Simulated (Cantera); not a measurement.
Charge: 1 mol MgO, 0.11 mol SO₂, 0.1 mol O₂, at 1825 K and 10.0 mbar.

Cantera equilibrium calculation (NASA polynomials, part measured and part estimated; ideal gas, pure solids and liquids). Candidate condensed phases: Mg, MgO, MgS, MgSO₄, S; 14 gas species. The numbers say what is thermodynamically allowed, not how fast it happens.

Base state: SO₂ 0.523, O₂ 0.475, O 0.00106, SO₃ 0.000348, SO 0.000198 (mole fractions); condensed: MgO(s).

Task: What changes in the equilibrium state with this change: MgO replaced by MgCO₃?

Result: 
```csv
species,before,after
CO₂,0,0.816
SO₂,0.523,0.0904
O₂,0.475,0.0858
CO,0,0.00740
SO₃,0.000348,2.56e-5
SO,0.000198,8.06e-5
"MgO(s), mol",1.00,1.00
```
Further candidate phases: C, MgCO₃.

Task: What changes in the equilibrium state with this change: 0.032 mol H₂S added?

Result: 
| species | before | after |
|---|---|---|
| SO₂ | 0.523 | 0.627 |
| O₂ | 0.475 | 0.229 |
| H₂O | 0 | 0.140 |
| OH | 0 | 0.00306 |
| H₂ | 0 | 0.000198 |
| H | 0 | 6.20e-5 |
| MgO(s), mol | 1.00 | 1.00 |
Further candidate phases: H₂O, H₂SO₄, Mg(OH)₂.

Task: What changes in the equilibrium state with this change: temperature from 1825 K to 1125 K?

Result: 
```csv
species,before,after
SO₂,0.523,0.511
O₂,0.475,0.472
SO₃,0.000348,0.0173
SO,0.000198,<1e-9
O,0.00106,3.17e-8
"MgO(s), mol",1.00,1.00
```
